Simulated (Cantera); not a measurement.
A freely propagating, adiabatic, planar premixed flame of H2 : O2 : N2 = 1 : 0.602 : 1.69 (molar parts), unburnt at 548 K and 0.132 atm; mixture-averaged transport, grid criteria slope 0.08 and curve 0.16, no radiation.

Computed with Cantera and the H2/O2 subset of GRI-Mech 3.0, which has no nitrogen chemistry. Burning velocities carry a grid error of a few per cent, more on coarse grids.

Question: Predict: laminar burning velocity; thermal thickness; peak x(H2O2); peak x(O); peak x(HO2); peak x(OH).

Answer: laminar burning velocity: 565 cm/s
thermal thickness: 5.58 mm
peak x(H2O2): 2.25e-6
peak x(O): 0.0226
peak x(HO2): 7.56e-5
peak x(OH): 0.0262
